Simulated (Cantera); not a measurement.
Input (Python, Cantera) and output of one run.

```python
import numpy as np
import cantera as ct

gas_names = [...]  # 123 gases of nasa_gas.yaml made of C, H, O, Si
cond_names = """
    C(gr) C6H6(L) C7H8(L) C8H18(L),n-octa H2O(s) H2O(L) Si(cr) Si(L) SiC(b) SiO2(Lqz) SiO2(hqz) SiO2(L)
""".split()


# ... load() reads the species with a 1 bar reference pressure and builds the phases ...
atoms = {
    'SiO2': {'Si': 1, 'O': 2},
    'CH4': {'C': 1, 'H': 4},
    'H2': {'H': 2},
}
top_T = {'C(gr)': 4500, 'SiC(b)': 3050}  # K; cautious upper limits of use, not melting points


# ... equilibrate(T, P, feed) seeds the gas with the atoms and calls Mixture.equilibrate('TP', solver="vcs", rtol=1e-11, max_steps=5000) ...
results = []
feed = {'SiO2': 1, 'CH4': 5.3, 'H2': 0.13}  # mol
T = 1223  # K
for P in [10, 68, 460, 3200, 22000, 150000, 1000000]:
    mix = equilibrate(T, P, feed)
    results.append((T, P, feed, dict(zip(mix.species_names, mix.species_moles))))

top = {s: max(r[3][s] / sum(r[3][g] for g in gas_names) for r in results) for s in gas_names}
cols = sorted((s for s in top if top[s] > 0.001), key=lambda s: -top[s])[:6]
seen = [c for c in cond_names if any(r[3].get(c, 0) > 1e-12 for r in results)]
print("log10 of partial pressures in bar; condensed amounts in mol")
print(f"{'P/Pa':>10s}" + "".join(f"{s[:9]:>10s}" for s in cols + seen))
for T, P, feed, n in results:
    ng = sum(n[g] for g in gas_names)
    print(f"{P:10.4g}" + "".join(f"{np.log10(max(n[s] / ng * P / 1e5, 1e-99)):10.3f}" for s in cols)
          + "".join(f"{n.get(c, 0):10.4g}" for c in seen))
```

Result:

```
log10 of partial pressures in bar; condensed amounts in mol
      P/Pa        H2        CO       CH4     C(gr)    SiC(b) SiO2(hqz)
        10    -4.074    -4.804   -10.024     2.302    0.9991         0
        68    -3.234    -4.017    -8.343     2.647     0.884    0.1152
       460    -2.346    -4.017    -6.568     4.956    0.1146    0.8853
      3200    -1.496    -4.017    -4.868     5.247   0.01618    0.9838
   2.2e+04    -0.659    -4.017    -3.193     5.262   0.00235    0.9976
   1.5e+05     0.168    -4.017    -1.540     5.097 0.0003475    0.9997
     1e+06     0.951    -4.017     0.027     4.268 5.491e-05    0.9999
```

These are equilibrium values from Cantera (NASA tables, ideal gas, pure condensed phases), not measurements of a reactor. Mutual solubility and eutectic melting of coexisting phases are not modelled. The tables hold silica as quartz up to 1696 K and as liquid above; real silica turns to tridymite and cristobalite and melts near 1996 K.
